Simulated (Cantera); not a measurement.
# Iron carbonyl, mercury and lead vapours: Pb + CO + N₂

Feed: 1 mol Pb, 0.085 mol CO, a varied amount of N₂, at 0.120 bar.

Method: chemical equilibrium by Gibbs-energy minimisation in Cantera with the NASA 1993 tables (ideal gas, pure condensed phases). Candidate condensed phases: C, Pb, PbO, PbO₂, Pb₃O₄; 27 gas species. The numbers say what is thermodynamically allowed, not how fast it happens.

### Question
Map the stable condensed phases over T = 700, 775, 850, 925, 1000, 1075, 1150, 1225, 1300, 1375, 1450, 1525, 1600 K and n(N₂) in mol = 6.5, 9.1, 12, 14, 17, 19, 22, 25, 27.

### Answer
```
T in K \ n(N₂) in mol
         6.5 9.1  12  14  17  19  22  25  27
   1600    A   A   A   A   A   A   A   A   A
   1525    A   A   A   A   A   A   A   A   A
   1450    B   A   A   A   A   A   A   A   A
   1375    B   B   B   B   B   A   A   A   A
   1300    B   B   B   B   B   B   B   B   B
   1225    B   B   B   B   B   B   B   B   B
   1150    B   B   B   B   B   B   B   B   B
   1075    C   C   C   B   B   B   B   B   B
   1000    C   C   C   C   C   C   C   C   C
    925    C   C   C   C   C   C   C   C   C
    850    C   C   C   C   C   C   C   C   C
    775    C   C   C   C   C   C   C   C   C
    700    C   C   C   C   C   C   C   C   C
```
A: gas only; B: Pb; C: C + Pb.
